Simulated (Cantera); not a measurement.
## Premixed flame

A freely propagating, adiabatic, planar premixed flame of H2 : O2 : N2 : H2O = 1 : 0.263 : 0.989 : 0.08 (molar parts), equivalence ratio 1.9, unburnt at 398 K and 13300 Pa; mixture-averaged transport, grid criteria slope 0.08 and curve 0.16, no radiation.

Cantera simulation using the H2/O2 subset of GRI-Mech 3.0, which has no nitrogen chemistry; the numbers are that mechanism's predictions, not measurements. Burning velocities carry a grid error of a few per cent, more on coarse grids.

```
z (mm)  T (K)  u (m/s)   x H2      x O2   x H2O      x H   x H2O2    x HO2
------  -----  -------  -----  --------  ------  -------  -------  -------
-15.8     398     3.52  0.429     0.113  0.0343    <1e-8    <1e-8    <1e-8
-10.5     398     3.52  0.429     0.113  0.0343    <1e-8    <1e-8    <1e-8
-7.90     398     3.52  0.429     0.113  0.0343    <1e-8    <1e-8    <1e-8
-5.27     398     3.52  0.429     0.113  0.0343    <1e-8    <1e-8  1.44e-8
-2.63     407     3.60  0.427     0.113  0.0347  6.21e-5  3.19e-6  8.56e-5
-1.32     626     5.42  0.398     0.107  0.0526  0.00838  9.51e-6  5.10e-5
0        1032     8.69  0.282    0.0686   0.138   0.0621  2.45e-7  1.48e-5
1.32     1282     10.7  0.180    0.0114   0.248    0.105  2.05e-7  2.25e-6
2.63     1375     11.4  0.169   0.00208   0.268    0.105  1.68e-7  3.80e-7
5.27     1473     12.2  0.176   0.00122   0.271   0.0921  1.56e-7  2.01e-7
10.5     1584     13.0  0.185  0.000983   0.273   0.0765  1.19e-7  1.47e-7
21.1     1700     13.8  0.195  0.000696   0.277   0.0601  7.24e-8  9.90e-8
42.1     1809     14.6  0.203  0.000425   0.280   0.0444  3.84e-8  6.16e-8
```
x: mole fraction of selected species; z is measured from the peak of heat release.

- laminar burning velocity: 352 cm/s
- thermal thickness: 5.27 mm
- peak x(H): 0.107
- peak x(H2O2): 1.45e-5
- peak x(HO2): 0.000110
- grid points: 141
